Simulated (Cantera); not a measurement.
What does this Cantera script print?

```python
import numpy as np
import cantera as ct

gas = ct.Solution("gri30.yaml")
gas.TPX = 1475, 84000, {'CH4': 1, 'H2O': 0.97}
reactor = ct.IdealGasConstPressureReactor(gas, energy="off", clone=False)
net = ct.ReactorNet([reactor])
net.rtol, net.atol = 1e-08, 1e-18
show = ['CH4', 'H2O', 'H2', 'O', 'C2H6']
times = np.geomspace(0.0001, 2, 10)

steps = ct.SolutionArray(gas, extra=["t"])
rows = []
print(f"{'t/s':>10s}{'T/K':>9s}{'P/Pa':>11s}" + "".join(f"{s:>11s}" for s in show))
for t in times:
    while net.time < t:
        t_next = net.step()
        steps.append(gas.state, t=t_next)
    rows.append([np.interp(t, steps.t, y) for y in (steps.T, steps.P, *steps(*show).X.T)])
    print(f"{t:10.3e}{rows[-1][0]:9.1f}{rows[-1][1]:11.4g}" + "".join(f"{x:11.3e}" for x in rows[-1][2:]))
rate = np.gradient(steps.T, steps.t)
print("integrator steps:", len(steps.t))
if steps.T.max() > steps.T[0] + 200:
    print(f"time of steepest temperature rise: {steps.t[rate.argmax()]:.4e} s")
gas.TPX = 1475, 84000, {'CH4': 1, 'H2O': 0.97}
gas.equilibrate("TP")
print(f"equilibrium (TP): T = {gas.T:.1f} K  " + "  ".join(f"{s} {gas[s].X[0]:.3e}" for s in show))
```

It prints:

```
       t/s      T/K       P/Pa        CH4        H2O         H2          O       C2H6
 1.000e-04   1475.0    8.4e+04  5.076e-01  4.924e-01  2.423e-05  2.148e-13  1.724e-06
 3.005e-04   1475.0    8.4e+04  5.074e-01  4.924e-01  7.773e-05  8.690e-13  2.685e-05
 9.032e-04   1475.0    8.4e+04  5.071e-01  4.923e-01  2.596e-04  1.413e-12  1.550e-04
 2.714e-03   1475.0    8.4e+04  5.060e-01  4.923e-01  9.159e-04  2.488e-12  5.218e-04
 8.158e-03   1475.0    8.4e+04  5.018e-01  4.917e-01  3.832e-03  4.599e-12  1.258e-03
 2.452e-02   1475.0    8.4e+04  4.863e-01  4.879e-01  1.729e-02  5.412e-12  1.569e-03
 7.368e-02   1475.0    8.4e+04  4.426e-01  4.737e-01  6.056e-02  3.668e-12  1.042e-03
 2.214e-01   1475.0    8.4e+04  3.557e-01  4.434e-01  1.490e-01  2.015e-12  5.065e-04
 6.655e-01   1475.0    8.4e+04  2.323e-01  3.984e-01  2.750e-01  1.166e-12  1.877e-04
 2.000e+00   1475.0    8.4e+04  1.255e-01  3.439e-01  3.955e-01  9.542e-13  7.478e-05
integrator steps: 1118
equilibrium (TP): T = 1475.0 K  CH4 7.364e-03  H2O 5.742e-05  H2 7.444e-01  O 3.596e-16  C2H6 2.236e-07
```

Model: GRI-Mech 3.0 (53 species, 325 reactions), integrated in Cantera.
